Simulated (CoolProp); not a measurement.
Propylene at 298.15 K and 0.775 MPa is compressed adiabatically to 2.08 MPa with isentropic efficiency 0.6. Each further row changes one setting.

The numbers come from the reference Helmholtz-energy equation of state, Lemmon 2013 in CoolProp.

```csv
case,work (kJ/kg),final temperature (K),final density (kg/m³)
as stated,87.1,…,35.5
efficiency 1,52.3,…,…
efficiency 0.65,80.4,359.4,36.0
```

Fill in the missing entries.


- as stated, final temperature (K): 362.6
- efficiency 1, final temperature (K): 346.3
- efficiency 1, final density (kg/m³): 38.9
